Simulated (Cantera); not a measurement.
Input (Python, Cantera):

```python
import numpy as np
import cantera as ct

gas = ct.Solution("gri30.yaml", transport_model="multicomponent")
show = ['CH3', 'OH', 'CO2']

rows = []
print(f"{'T/K':>7s}{'rho':>11s}{'cp':>10s}{'mu':>11s}{'lambda':>11s}{'Pr':>7s}" + "".join(f"{'D_' + s:>11s}" for s in show))
for T in [400, 650, 900, 1150, 1400, 1650, 1900, 2150, 2400]:
    gas.TPX = T, 140000, {'CO2': 0.19}
    Pr = gas.cp_mass * gas.viscosity / gas.thermal_conductivity
    D = [gas.mix_diff_coeffs_mole[gas.species_index(s)] for s in show]
    rows.append([gas.density, gas.cp_mass, gas.viscosity, gas.thermal_conductivity, Pr, *D])
    print(f"{T:7g}{gas.density:11.4e}{gas.cp_mass:10.1f}{gas.viscosity:11.4e}"
          f"{gas.thermal_conductivity:11.4e}{Pr:7.3f}" + "".join(f"{d:11.4e}" for d in D))
print("SI units: kg/m3, J/kg/K, Pa s, W/m/K, m2/s")
```

Output:

```
    T/K        rho        cp         mu     lambda     Pr      D_CH3       D_OH      D_CO2
    400 1.8526e+00     937.9 1.9751e-05 2.5287e-02  0.733 2.1377e-05 3.0117e-05 0.0000e+00
    650 1.1400e+00    1102.7 2.9694e-05 4.4668e-02  0.733 5.0873e-05 7.0146e-05 0.0000e+00
    900 8.2337e-01    1203.7 3.7985e-05 6.2453e-02  0.732 8.9272e-05 1.2194e-04 0.0000e+00
   1150 6.4437e-01    1269.3 4.5250e-05 7.8593e-02  0.731 1.3543e-04 1.8410e-04 0.0000e+00
   1400 5.2931e-01    1313.3 5.1817e-05 9.3293e-02  0.729 1.8862e-04 2.5573e-04 0.0000e+00
   1650 4.4911e-01    1343.8 5.7882e-05 1.0681e-01  0.728 2.4836e-04 3.3619e-04 0.0000e+00
   1900 3.9002e-01    1364.9 6.3568e-05 1.1931e-01  0.727 3.1427e-04 4.2499e-04 0.0000e+00
   2150 3.4466e-01    1380.0 6.8959e-05 1.3103e-01  0.726 3.8609e-04 5.2176e-04 0.0000e+00
   2400 3.0876e-01    1391.5 7.4117e-05 1.4216e-01  0.725 4.6357e-04 6.2616e-04 0.0000e+00
SI units: kg/m3, J/kg/K, Pa s, W/m/K, m2/s
```

Cantera simulation using GRI-Mech 3.0 (53 species, 325 reactions); the numbers are that mechanism's predictions, not measurements.
